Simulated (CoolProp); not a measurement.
Tetrahydrofuran along the isotherm 442.1 K: Z from the reference equation and from simpler models built on Tc = 540.2 K, pc = 5304 kPa, ω = 0.234; each cubic takes its own stable root.

Model: reference Helmholtz-energy equation of state, Fiedler 2023, in CoolProp.

```csv
p (kPa),phase,reference
497,gas,0.9364
995,gas,0.8628
1490,liquid,0.04168
1990,liquid,0.05554
2490,liquid,0.06933
2980,liquid,0.08278
3480,liquid,0.09646
3980,liquid,0.1101
4480,liquid,0.1236
4970,liquid,0.1369
5470,liquid,0.1504
5970,liquid,0.1638
6460,liquid,0.1769
6960,liquid,0.1902
7460,liquid,0.2035
7960,liquid,0.2167
```

How far does each simpler model (van der Waals, Redlich-Kwong, Soave-Redlich-Kwong, Peng-Robinson) lie from the reference over these 16 states: mean and median of the absolute difference, and the worst?


- van der Waals: mean 245.6 %, median 58.1 %, worst +1924.7 % at 442.1 K and 1490 kPa
- Redlich-Kwong: mean 125.2 %, median 13.8 %, worst +1818.7 % at 442.1 K and 1490 kPa
- Soave-Redlich-Kwong: mean 8.6 %, median 9.5 %, worst +11.1 % at 442.1 K and 1490 kPa
- Peng-Robinson: mean 2.7 %, median 2.9 %, worst -3.7 % at 442.1 K and 7960 kPa

At some of these states van der Waals, Redlich-Kwong gives the other phase, because its saturation line lies elsewhere.
